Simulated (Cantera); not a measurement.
**Gas-phase reforming**

An isothermal, constant-pressure homogeneous reactor starts with CH4 : CO2 : H2 = 1 : 0.66 : 0.72 (molar parts), at 1875 K and 1.78 atm.

Computed with Cantera and GRI-Mech 3.0 (53 species, 325 reactions).

| t (s) | x CH4 | x CO2 | x H2 | x CH2 | x HCO | x H2O | x CO |
|---|---|---|---|---|---|---|---|
| 1.00e-6 | 0.420 | 0.277 | 0.303 | 9.59e-9 | 5.25e-12 | 4.40e-6 | 4.52e-6 |
| 5.34e-6 | 0.418 | 0.277 | 0.303 | 2.58e-7 | 1.93e-9 | 8.24e-5 | 8.39e-5 |
| 2.85e-5 | 0.407 | 0.274 | 0.308 | 1.68e-6 | 1.28e-7 | 0.00144 | 0.00154 |
| 0.000152 | 0.337 | 0.251 | 0.352 | 1.92e-6 | 1.75e-7 | 0.0124 | 0.0136 |
| 0.000811 | 0.173 | 0.163 | 0.443 | 1.27e-6 | 8.73e-8 | 0.0644 | 0.0697 |
| 0.00433 | 0.0449 | 0.0314 | 0.458 | 7.86e-7 | 6.58e-8 | 0.158 | 0.183 |
| 0.0231 | 0.0190 | 0.0130 | 0.514 | 4.10e-7 | 7.76e-8 | 0.117 | 0.233 |
| 0.123 | 0.0109 | 0.00484 | 0.588 | 1.47e-7 | 9.85e-8 | 0.0392 | 0.296 |
| 0.658 | 0.00620 | 0.000250 | 0.624 | 5.88e-8 | 1.10e-7 | 0.00195 | 0.327 |
| 3.51 | 0.00593 | 6.63e-7 | 0.625 | 5.47e-8 | 1.11e-7 | 5.18e-6 | 0.329 |
| 18.7 | 0.00593 | 6.63e-7 | 0.625 | 5.47e-8 | 1.11e-7 | 5.18e-6 | 0.329 |
| 100 | 0.00593 | 6.63e-7 | 0.625 | 5.47e-8 | 1.11e-7 | 5.18e-6 | 0.329 |
x: mole fraction; the columns are a selection and need not sum to one.

Equilibrium at this temperature and pressure: CH4 0.00593, CO2 6.68e-7, H2 0.625, CH2 5.47e-8, HCO 1.11e-7, H2O 5.22e-6, CO 0.329 (gas phase only).
